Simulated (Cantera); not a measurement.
Feed: 1 mol Ta2O5, 11 mol H2, 1.6 mol H2O, equilibrated at 1900 °C and 0.000450 bar.

Method: chemical equilibrium by Gibbs-energy minimisation in Cantera with the NASA 1993 tables (ideal gas, pure condensed phases). Candidate condensed phases: H2O, Ta, Ta2O5; 12 gas species. The numbers say what is thermodynamically allowed, not how fast it happens.

Base state: H2 0.690, H 0.189, H2O 0.111, TaO2 0.00460, OH 0.00409, O 0.000786, O2 5.36e-5, TaO 1.98e-5 (mole fractions); condensed: Ta2O5(l).

Task: What changes in the equilibrium state with this change: temperature from 1900 °C to 1427 °C?

Result: 
| species | before | after |
|---|---|---|
| H2 | 0.690 | 0.867 |
| H2O | 0.111 | 0.127 |
| H | 0.189 | 0.00647 |
| TaO2 | 0.00460 | 2.48e-7 |
| TaO | 1.98e-5 | <1e-9 |
| O2 | 5.36e-5 | 1.91e-8 |
| O | 0.000786 | 2.91e-7 |
| Ta2O5(l), mol | 0.968 | 0 |
| Ta2O5(s), mol | 0 | 1.000 |
